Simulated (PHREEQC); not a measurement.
Consider water at 10 °C with 0.0026 mol CO2, 0.0064 mol KF and 0.0018 mol TMAH per kg of water. Closed to the air; pH follows from the charge balance.

Equilibrium calculation in PHREEQC: ion-association model, phreeqc.dat.

```json
{
 "pH": "6.78",
 "ionic_strength": "0.00820 mol/kgw",
 "total_alkalinity": "1.80 meq/kg"
}
```

| species | molality | activity | log γ |
|---|---|---|---|
| K+ | 0.00640 | 0.00583 | -0.041 |
| F- | 0.00640 | 0.00582 | -0.041 |
| HCO3- | 0.00180 | 0.00165 | -0.039 |
| (CH3)4N+ | 0.00180 | 0.00164 | -0.040 |
| CO2 | 0.000799 | 0.000801 | 0.001 |
| HF | 1.12e-6 | 1.13e-6 | 0.001 |
| CO3-2 | 4.58e-7 | 3.20e-7 | -0.156 |
| H+ | 1.82e-7 | 1.67e-7 | -0.036 |
| HF2- | 2.38e-8 | 2.17e-8 | -0.040 |
| OH- | 1.93e-8 | 1.76e-8 | -0.041 |
| (CO2)2 | 6.84e-9 | 6.86e-9 | 0.001 |

No solid was allowed to form. (CH3)4N+ isn't in the database: it is added as a free cation with an ion size of 4 Å. Constants without temperature data keep their 25 °C values here.
